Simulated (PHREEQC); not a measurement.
PHREEQC input (ion-association model, wateq4f.dat):

```
SOLUTION_MASTER_SPECIES
  An  An-  0  An  62.0  # stands for a non-complexing anion
SOLUTION_SPECIES
  An- = An-
    -log_k 0
    -gamma 3.0 0
PHASES
  Fix_H+
    H+ = H+
    -log_k 0
SOLUTION 1
  temp 25
  units mmol/kgw
  pH 7 charge
  Na 300
  An 300
END
SELECTED_OUTPUT 1
  -reset false
  -pH true
  -pe true
  -ionic_strength true
  -water true
  -totals Na
  -molalities Hfo_wOH Hfo_wOH2+ Hfo_wO- Hfo_sOH Hfo_sOH2+ Hfo_sO-
USER_PUNCH 1
  -headings sigma psi
  10 PUNCH EDL("sigma", "Hfo"), EDL("psi", "Hfo")
PRINT
  -reset false
USE solution 1
SURFACE 1
  Hfo_wOH 0.00898876 600 4
  Hfo_sOH 0.000224719
EQUILIBRIUM_PHASES 1
  Fix_H+ -3 HAn 10
    -force_equality true
  O2(g) -0.68 10
END
# ... the last block is repeated for the other 16 points of pH, with NaOH or the acid as the point needs
```

Selected output (columns that matter, 10 of 17 rows; pH added in front):

```
pH	mu	Na	m_Hfo_wOH	m_Hfo_wOH2+	m_Hfo_wO-	m_Hfo_sOH	m_Hfo_sOH2+	m_Hfo_sO-	sigma	psi
3	0.30586	0.3	5.9827e-05	0.0089289	9.1831e-09	1.4957e-06	0.00022322	2.2958e-10	0.36797	0.12518
4	0.30447	0.3	0.0005144	0.0084736	7.1538e-07	1.286e-05	0.00021184	1.7884e-08	0.34918	0.12264
5	0.30336	0.3	0.0024082	0.0065603	2.0251e-05	6.0204e-05	0.00016401	5.0628e-07	0.26952	0.10972
5.5	0.30263	0.3	0.0037492	0.0051774	6.2197e-05	9.373e-05	0.00012943	1.5549e-06	0.2108	0.097597
6.5	0.30132	0.3	0.005867	0.0028445	0.00027722	0.00014668	7.1113e-05	6.9305e-06	0.1058	0.065332
7.5	0.30042	0.3	0.0067776	0.0015178	0.00069335	0.00016944	3.7944e-05	1.7334e-05	0.033975	0.026021
8.5	0.30027	0.30053	0.0068513	0.00081022	0.0013272	0.00017128	2.0256e-05	3.318e-05	-0.021305	-0.016731
9	0.30065	0.30128	0.0066271	0.0005578	0.0018037	0.00016568	1.3945e-05	4.5092e-05	-0.051346	-0.037573
10	0.30177	0.30341	0.0053969	0.00019655	0.0033948	0.00013492	4.9138e-06	8.487e-05	-0.13181	-0.075207
11	0.30448	0.30752	0.0029914	3.4385e-05	0.0059619	7.4786e-05	8.5963e-07	0.00014905	-0.24431	-0.10474
```

Species that the database lacks are ignored. The oxide is taken as insoluble; below pH 4 it would dissolve.
